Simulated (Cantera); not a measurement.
Charge: 1 mol MgO, 0.31 mol H2S, 5.9 mol O2, held at 380000 Pa.

Method: chemical equilibrium by Gibbs-energy minimisation in Cantera with the NASA 1993 tables (ideal gas, pure condensed phases). Candidate condensed phases: H2O, H2SO4, Mg, MgO, Mg(OH)2, MgS, MgSO4, S; 26 gas species. Mutual solubility and eutectic melting of coexisting phases are not modelled. The numbers say what is thermodynamically allowed, not how fast it happens. All values below are at 1325 K.

Base state: O2 0.920, H2O 0.0534, SO2 0.0221, SO3 0.00427, OH 1.06e-5 (mole fractions); condensed: MgO(s) + MgSO4(s).

Q: What changes in the equilibrium state with this change: H2S from 0.31 to 2 mol?

A: 
```csv
species,before,after
O2,0.920,0.438
H2O,0.0534,0.374
SO2,0.0221,0.165
SO3,0.00427,0.0220
H2SO4,2.82e-7,1.02e-5
OH,1.06e-5,2.32e-5
"MgO(s), mol",0.843,0
"MgSO4(s), mol",0.157,1.00
```
